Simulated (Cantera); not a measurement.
Standard-state values (1 bar) from the NASA 1993 polynomials, evaluated with Cantera. Values are per mole of reaction as written; species without (g) are pure solids or liquids, kept so even where they would boil at 1 bar.

Cu(OH)2 = Cu + O2(g) + H2(g), with ΔH° = 450.4 kJ and ΔS° = 260.5 J/K at 300 K.

Question: How far is the shortcut ΔG° ≈ ΔH°(300 K) − T·ΔS°(300 K) from the full temperature-dependent value at 473, 573, 673, 773, 873, 973 K?

Answer: 
```tsv
T (K)	shortcut (kJ)	full (kJ)	difference (kJ)	difference in log10 K
473	327.1	327.7	-0.6	0.06
573	301.1	302.5	-1.4	0.13
673	275.0	277.6	-2.6	0.20
773	249.0	253.0	-4.1	0.27
873	222.9	228.8	-5.9	0.35
973	196.9	204.8	-8.0	0.43
```
The shortcut ignores the heat-capacity change of the reaction.
